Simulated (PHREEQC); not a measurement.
**Nickel, zinc or cadmium bath**

Consider water at 25 °C with 0.13 mol/kgw ZnCl2, 7.2e-05 mol/kgw NaOH and 7.8e-05 mol/kgw HCl. Closed to the air; pH follows from the charge balance.

Model: ion-association model, phreeqc.dat, run in PHREEQC.

```yaml
pH: 4.85
ionic_strength: 0.348 mol/kgw
activity_of_water: 0.994
density: 1.013 g/cm³
```

```json
[
 {"species": "Cl-", "molality": "0.237", "activity": "0.160", "log γ": "-0.171"},
 {"species": "Zn+2", "molality": "0.110", "activity": "0.0270", "log γ": "-0.611"},
 {"species": "ZnCl+", "molality": "0.0172", "activity": "0.0116", "log γ": "-0.170"},
 {"species": "ZnCl2", "molality": "0.00180", "activity": "0.00195", "log γ": "0.035"},
 {"species": "ZnCl3-", "molality": "0.000518", "activity": "0.000351", "log γ": "-0.170"},
 {"species": "ZnCl4-2", "molality": "0.000115", "activity": "2.81e-5", "log γ": "-0.611"},
 {"species": "Na+", "molality": "7.20e-5", "activity": "5.22e-5", "log γ": "-0.140"},
 {"species": "H+", "molality": "1.82e-5", "activity": "1.41e-5", "log γ": "-0.110"},
 {"species": "ZnOHCl", "molality": "9.31e-6", "activity": "1.01e-5", "log γ": "0.035"},
 {"species": "ZnOH+", "molality": "2.85e-6", "activity": "2.08e-6", "log γ": "-0.136"},
 {"species": "Zn(OH)2", "molality": "1.56e-9", "activity": "1.69e-9", "log γ": "0.035"},
 {"species": "OH-", "molality": "1.08e-9", "activity": "7.13e-10", "log γ": "-0.179"}
]
```

No solid was allowed to form.
